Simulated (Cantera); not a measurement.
A Cantera script and what it prints.

```python
import numpy as np
import cantera as ct

gas_names = """
    C2H2,acetylene C2H6
""".split()
cond_names = """
    C(gr)
""".split()


# ... load() reads the species with a 1 bar reference pressure and builds the phases ...
species = {s.name: s for s in load("nasa_gas.yaml", gas_names) + load("nasa_condensed.yaml", cond_names)}
# Each term lists the table entries of one substance; the one whose range holds T is used.
reactions = {
    '3 C2H2(g) = C2H6(g) + 4 C':
        [(-3, ['C2H2,acetylene']), (1, ['C2H6']), (4, ['C(gr)'])],
}


def pick(names, T):
    return next(species[n] for n in names if species[n].thermo.min_temp <= T <= species[n].thermo.max_temp)


results = []
for label, terms in reactions.items():
    print(label)
    print("     T/K   dH/kJ  dS/(J/K)   dG/kJ   log10 K")
    for T in [300, 1950, 2025, 2100, 2175, 2250, 2325, 2400, 2475]:
        used = [(nu, pick(names, T)) for nu, names in terms]
        dH = sum(nu * s.thermo.h(T) for nu, s in used) / 1e6
        dS = sum(nu * s.thermo.s(T) for nu, s in used) / 1e3
        dG = dH - T * dS / 1e3
        logK = -dG * 1e6 / (ct.gas_constant * T * np.log(10))
        results.append((label, T, dH, dS, dG, logK, [s.name for _, s in used]))
        print(f"{T:8g} {dH:8.1f} {dS:8.1f} {dG:8.1f} {logK:8.2f}")
```

It prints:

```
3 C2H2(g) = C2H6(g) + 4 C
     T/K   dH/kJ  dS/(J/K)   dG/kJ   log10 K
     300   -768.5   -350.9   -663.3   115.48
    1950   -768.6   -369.7    -47.7     1.28
    2025   -767.4   -369.1    -20.0     0.52
    2100   -766.2   -368.5      7.6    -0.19
    2175   -765.0   -367.9     35.2    -0.85
    2250   -763.7   -367.4     62.8    -1.46
    2325   -762.5   -366.8     90.3    -2.03
    2400   -761.2   -366.3    117.8    -2.56
    2475   -760.0   -365.8    145.3    -3.07
```

Source: NASA polynomial tables (part measured, part estimated), evaluated in Cantera. Condensed species are held in their standard states even where they would react or evaporate.
